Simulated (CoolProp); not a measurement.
Vapour-liquid equilibrium of CHF3 (R23) (1) + R143a (2) at 0.0396 MPa; x and y are mole fractions of (1).

Model: multi-fluid Helmholtz-energy mixture model, Penoncello 2003 and Lemmon and Jacobsen 2000; pair parameters Bell 2016, in CoolProp.

| x | bubble temperature, mixture model (K) | bubble temperature, Raoult's law (K) | y, mixture model | y, Raoult's law |
|---|---|---|---|---|
| 0.05 | 204.5 | 203.8 | 0.217 | 0.253 |
| 0.15 | 198.4 | 197.5 | [?] | 0.548 |
| 0.25 | 193.3 | 192.9 | 0.699 | 0.707 |
| 0.35 | 189.3 | 189.3 | 0.806 | 0.803 |
| 0.45 | [?] | 186.3 | 0.871 | 0.866 |
| 0.55 | [?] | 183.9 | 0.913 | 0.908 |
| 0.65 | 181.4 | 181.8 | 0.941 | 0.939 |
| 0.75 | 179.7 | 180.0 | 0.962 | 0.963 |
| 0.85 | 178.3 | 178.4 | [?] | 0.980 |
| 0.95 | 177.0 | 177.0 | [?] | 0.994 |

**Question.** Complete the blanks.

**Answer.** 
- 0.15, y, mixture model: 0.520
- 0.45, bubble temperature, mixture model (K): 186.0
- 0.55, bubble temperature, mixture model (K): 183.5
- 0.85, y, mixture model: 0.979
- 0.95, y, mixture model: 0.993

The largest gap from Raoult's law is +0.9 K in bubble temperature, at x = 0.15. No azeotrope shows between x = 0.05 and 0.95.

The pair parameters rest on a limited set of measurements; away from them the model extrapolates. The gap from Raoult's law changes sign with composition, which may be real or a fault of the pair parameters; it wasn't checked against measurements.
